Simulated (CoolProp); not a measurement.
A simple Rankine cycle with n-perfluoropentane: condensing at 329.15 K, boiler at 1.74 MPa, turbine inlet 452.4 K, turbine efficiency 0.7, pump efficiency 0.7, no recuperator. Each further row changes one setting.

The numbers come from the reference Helmholtz-energy equation of state, Gao 2022 in CoolProp.

| case | thermal efficiency (%) | net work (kJ/kg) | heat in (kJ/kg) | turbine exit temperature (K) | volume ratio over the turbine |
|---|---|---|---|---|---|
| as stated | 7.4 | 13.7 | 185 | 425.1 | 8.66 |
| turbine inlet 472.4 K | 7.1 | 14.8 | 208 | 446.4 | 8.19 |
| condensing temperature 321.15 K | 8.0 | 15.6 | 194 | 422.6 | 11.1 |
| boiler pressure 1.22 MPa | 6.3 | 12.0 | 191 | 432.3 | 5.53 |
| turbine efficiency 0.6 | 6.2 | 11.5 | 185 | 427.3 | 8.71 |
